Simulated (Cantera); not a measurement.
An isothermal, constant-pressure homogeneous reactor starts with H2 : O2 = 0.018 : 1 (molar parts), equivalence ratio 0.0090, at 1100 K and 0.00316 atm.

Detailed kinetics in Cantera: the H2/O2 subset of GRI-Mech 3.0, which has no nitrogen chemistry. Radical loss at walls, strong at low pressure, is not modelled.

x: mole fraction; the columns are a selection and need not sum to one.

```
t (s)         x H2   x O2       x O      x OH     x HO2
--------  --------  -----  --------  --------  --------
2.00e-6     0.0177  0.982    <1e-12    <1e-12    <1e-12
1.04e-5     0.0177  0.982    <1e-12    <1e-12  5.06e-12
5.45e-5     0.0177  0.982  2.32e-12  2.29e-12  2.64e-11
0.000284    0.0177  0.982  5.00e-11  4.69e-11  1.38e-10
0.00148     0.0177  0.982  7.87e-10  5.96e-10  7.21e-10
0.00775     0.0177  0.982   5.09e-8   3.09e-8       [?]
0.0404     0.00135  0.969    0.0112   0.00187       [?]
0.211     0.000113  0.969    0.0121  0.000901       [?]
1.10       5.75e-5  0.976   0.00598  0.000645       [?]
5.75       8.15e-6  0.981  0.000834  0.000244       [?]
30.0       4.74e-7  0.982   4.87e-5   5.92e-5       [?]
```

Problem. Fill in the missing entries.

Solution. 
- 0.00775, x HO2: 3.84e-9
- 0.0404, x HO2: 7.61e-7
- 0.211, x HO2: 5.19e-7
- 1.10, x HO2: 4.02e-7
- 5.75, x HO2: 1.57e-7
- 30.0, x HO2: 2.46e-8
